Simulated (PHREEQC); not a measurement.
A solution holds 0.0089 mol/kgw HF, 0.023 mol/kgw (CH3)4NF, 0.079 mol/kgw (NH4)2SiF6 and 0.00018 mol/kgw H2SO4, at 25 °C. Closed to the air; pH follows from the charge balance.

The numbers come from PHREEQC with the ion-association model, phreeqc.dat.

| quantity | before | after |
|---|---|---|
| pH | 3.43 | 4.34 |
| ionic strength (mol/kgw) | 0.261 | 0.260 |
| F- (mol/kgw) | 0.0224 | 0.0230 |
| HF (mol/kgw) | 0.00810 | 0.00101 |
| HF2- (mol/kgw) | 0.000688 | 8.82e-5 |
| SO4-2 (mol/kgw) | 0.000121 | 0.000121 |

**Question.** Which change was made?
A) diluted 10-fold with water
B) diluted 2-fold with water
C) HF left out
D) (NH4)2SiF6 replaced by NH4Br at the same molality
E) temperature from 25 to 50 °C

**Answer.** C, HF left out

Precipitation was switched off in this run. Some of these states are supersaturated (in Quartz (slow to form), for instance). (CH3)4N+ isn't in the database: it is added as a free cation with an ion size of 4 Å. SiF6-2 is the database's only silicon fluoride.
